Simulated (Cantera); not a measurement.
A closed system holds: 1 mol HCl, 2 mol H2, equilibrated at 133 Pa.

Equilibrium computed with Cantera from the NASA thermochemical tables; the gas is ideal and each condensed phase is pure. Rates play no part.

### Question
At 3050 °C, list the 4 most abundant gas species with their mole fractions, and the condensed phases.

### Answer
H 0.826, Cl 0.166, H2 0.00607, HCl 0.00182. Condensed: gas only.
